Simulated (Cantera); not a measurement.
A closed system holds: 1 mol CS2, 0.52 mol H2, 3.3 mol N2, at 5.50 bar.

Method: chemical equilibrium by Gibbs-energy minimisation in Cantera with the NASA 1993 tables (ideal gas, pure condensed phases). Candidate condensed phases: C, C6H6, C7H8, C8H18, S; 120 gas species. Ions and electrons are included (thermal ionisation). Rates play no part.

Task: At 2977 °C, list the 6 most abundant gas species with their mole fractions, and the condensed phases.

Result: N2 0.600, CS 0.153, H2 0.0607, S2 0.0504, S 0.0476, H 0.0337. Condensed: gas only.
